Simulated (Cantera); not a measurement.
## NO annealing gas

An isothermal, constant-pressure homogeneous reactor starts with 60.6 % NO, 39.4 % N2, at 1525 K and 0.563 atm.

Detailed kinetics in Cantera: GRI-Mech 3.0 (53 species, 325 reactions).

```tsv
t (s)	x NO	x N2O	x NO2	x N2	x O	x O2
2.00e-5	0.606	5.28e-8	1.71e-8	0.394	3.57e-8	1.06e-11
7.27e-5	0.606	1.92e-7	1.32e-7	0.394	5.99e-8	8.56e-11
0.000264	0.606	6.95e-7	6.35e-7	0.394	6.38e-8	4.87e-10
0.000959	0.606	2.51e-6	2.49e-6	0.394	6.75e-8	3.04e-9
0.00348	0.606	8.87e-6	9.41e-6	0.394	8.10e-8	2.95e-8
0.0126	0.606	2.93e-5	3.65e-5	0.394	1.31e-7	4.97e-7
0.0459	0.606	7.74e-5	0.000138	0.394	2.94e-7	1.36e-5
0.167	0.605	0.000120	0.000279	0.394	4.92e-7	0.000242
0.606	0.603	0.000122	0.000328	0.396	5.66e-7	0.00137
2.20	0.594	0.000119	0.000442	0.400	7.49e-7	0.00545
8.00	0.566	0.000107	0.000681	0.414	1.17e-6	0.0195
```
x: mole fraction; the columns are a selection and need not sum to one.

Equilibrium at this temperature and pressure: NO 0.00156, N2O 6.76e-8, NO2 7.02e-6, N2 0.696, O 4.15e-6, O2 0.302 (gas phase only).
